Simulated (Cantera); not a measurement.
**Premixed flame**

A freely propagating, adiabatic, planar premixed flame of 7.53 % C₂H₆, 18.8 % O₂, 70.8 % N₂, 2.86 % H₂O, unburnt at 325 K and 37000 Pa; mixture-averaged transport, grid criteria slope 0.08 and curve 0.16, no radiation.

Computed with Cantera and GRI-Mech 3.0 (53 species, 325 reactions). Burning velocities carry a grid error of a few per cent, more on coarse grids.

```csv
z (mm),T (K),u (m/s),x C₂H₆,x O₂,x H₂O,x H₂,x CO,x CH₂O
-3.66,325,0.356,0.0751,0.188,0.0286,0.00220,3.93e-6,4.60e-8
-2.44,328,0.361,0.0748,0.187,0.0287,0.00720,8.27e-5,1.61e-6
-1.83,340,0.377,0.0742,0.185,0.0299,0.0135,0.000455,1.22e-5
-1.22,442,0.497,0.0711,0.175,0.0397,0.0263,0.00406,0.000183
-0.610,938,1.10,0.0470,0.127,0.0851,0.0440,0.0283,0.00171
-0.305,1342,1.62,0.0193,0.0817,0.121,0.0522,0.0547,0.00184
0,1689,2.08,0.00126,0.0365,0.154,0.0559,0.0819,0.000550
0.305,1853,2.29,7.15e-6,0.0119,0.169,0.0541,0.0907,0.000111
0.610,1903,2.35,5.97e-8,0.00361,0.173,0.0533,0.0884,2.18e-5
1.22,1925,2.37,<1e-8,0.000591,0.171,0.0545,0.0828,1.10e-6
2.44,1937,2.38,<1e-8,0.000275,0.169,0.0560,0.0799,1.44e-8
4.88,1949,2.39,<1e-8,0.000196,0.170,0.0564,0.0797,<1e-8
9.77,1964,2.41,<1e-8,0.000118,0.171,0.0566,0.0801,<1e-8
```
x: mole fraction of selected species; z is measured from the peak of heat release.

The laminar burning velocity is 35.5 cm/s. The thermal thickness comes out as 1.22 mm and the peak x(H₂) is 0.0571. The peak x(CO) is 0.0907, the peak x(CH₂O) is 0.00208 and the grid points comes out as 146.
